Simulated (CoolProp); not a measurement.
Properties of n-dodecane along the isotherm 620 K (Tc = 658.1 K, pc = 1818 kPa, ω = 0.574).

Model: reference Helmholtz-energy equation of state, Lemmon 2004, in CoolProp. It is a short technical equation, of lower accuracy than the large ones.

| p (kPa) | phase | cp (kJ/(kg K)) | viscosity (µPa s) | conductivity (mW/(m K)) |
|---|---|---|---|---|
| 568 | gas | 3.023 | 9.64 | 41.0 |
| 1140 | liquid | 3.748 | 60.7 | 71.4 |
| 1700 | liquid | 3.634 | 65.8 | 72.8 |
| 2270 | liquid | 3.567 | 70.1 | 74.0 |
| 2840 | liquid | 3.522 | 73.9 | 75.0 |
| 3410 | liquid | 3.489 | 77.3 | 76.0 |
| 3980 | liquid | 3.464 | 80.5 | 76.9 |
| 4540 | liquid | 3.443 | 83.4 | 77.8 |

Viscosity comes from a separate model (Huber 2004). Thermal conductivity comes from a separate model (Huber 2004).
